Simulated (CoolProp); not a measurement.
A single-stage vapour-compression cycle with isobutene: evaporating at 233.15 K (dew point), condensing at 297.15 K (bubble point), superheat 2 K, subcooling 8 K, compressor efficiency 0.75, no pressure losses. Each further row changes one setting.

Model: reference Helmholtz-energy equation of state, Lemmon 2005, in CoolProp. It is a short technical equation, of lower accuracy than the large ones.

| case | cooling COP | pressure ratio | discharge temperature (K) | refrigerating effect (kJ/kg) | volumetric capacity (kJ/m³) |
|---|---|---|---|---|---|
| as stated | [?] | 13.2 | 327.9 | 300 | 197 |
| evaporating temperature 238.15 K | [?] | [?] | 324.1 | 306 | 256 |
| condensing temperature 292.15 K | [?] | 11.3 | [?] | 312 | 204 |
| subcooling 13 K | 2.35 | 13.2 | 327.9 | 312 | 204 |
| superheat 12 K | 2.27 | 13.2 | [?] | 314 | 197 |
| compressor efficiency 0.65 | 1.96 | 13.2 | 339.2 | 300 | 197 |

### Question
Complete the blanks.

### Answer

- as stated, cooling COP: 2.26
- evaporating temperature 238.15 K, cooling COP: 2.56
- evaporating temperature 238.15 K, pressure ratio: 10.1
- condensing temperature 292.15 K, cooling COP: 2.51
- condensing temperature 292.15 K, discharge temperature (K): 322.1
- superheat 12 K, discharge temperature (K): 338.7
